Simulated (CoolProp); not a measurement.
Computed with CoolProp (reference Helmholtz-energy equation of state, Gao 2022).

Question: For n-perfluorohexane, give the phase and the Z, cp (kJ/(kg K)) at 52.35 °C and 179 kPa; 71.05 °C and 823 kPa.

Answer: 
- 52.35 °C and 179 kPa: liquid; Z 0.0140, cp 1.09
- 71.05 °C and 823 kPa: liquid; Z 0.0632, cp 1.12
